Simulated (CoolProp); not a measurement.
Vapour-liquid equilibrium of R134a (1) + R227EA (2) at 181.9 K; x and y are mole fractions of (1).

Computed with CoolProp (multi-fluid Helmholtz-energy mixture model, Tillner-Roth 1994 and Lemmon 2016; pair parameters Bell 2016).

Question: Give the bubble pressure and the first vapour's composition at x = 0.25, 0.35, 0.85. Is there an azeotrope?

Answer: x = 0.25: 0.9652 kPa, y = 0.424; x = 0.35: 1.041 kPa, y = 0.529; x = 0.85: 1.303 kPa, y = 0.892. No azeotrope shows between x = 0.05 and 0.95.

The pair parameters rest on a limited set of measurements; away from them the model extrapolates.
